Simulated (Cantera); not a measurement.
An adiabatic, constant-volume homogeneous reactor starts with CH3OH : O2 : N2 = 1 : 1.36 : 5.13 (molar parts), at 1525 K and 120000 Pa.

Computed with Cantera and GRI-Mech 3.0 (53 species, 325 reactions). GRI-Mech 3.0 was tuned for natural gas; its chemistry of methanol as a main component is partial and can be far from experiment.

One state of this run: T (K) = 2917; P (bar) = 2.62; x CH3OH = <1e-12; x O2 = 0.0175; x O = 0.00694; x C2H4 = <1e-12; x CH2CO = <1e-12; x NO = 0.0107. x: mole fraction; the columns are a selection and need not sum to one.

Task: Which value of t (s) does it belong to?
A. 7.96e-5
B. 1.26e-5
C. 5.02e-6
D. 0.00126

Result: D, 0.00126
